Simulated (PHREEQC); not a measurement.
A solution holds 0.016 mol/kgw ZnI2 and 7e-06 mol/kgw Ag2SO4, at 25 °C. Closed to the air; pH follows from the charge balance.

The numbers come from PHREEQC with the ion-association model, wateq4f.dat.

### Question
The ionic strength comes out as 0.0480 mol/kgw. What activity coefficients do AgI3-2, ZnOH+, H+, AgI4-3, I- get?

### Answer
AgI3-2 0.46, ZnOH+ 0.82, H+ 0.86, AgI4-3 0.17, I- 0.82.

This is a speciation only: nothing precipitates in the calculation. The solution is supersaturated, for example in Iodyrite, so a real one may precipitate; this is no full list.
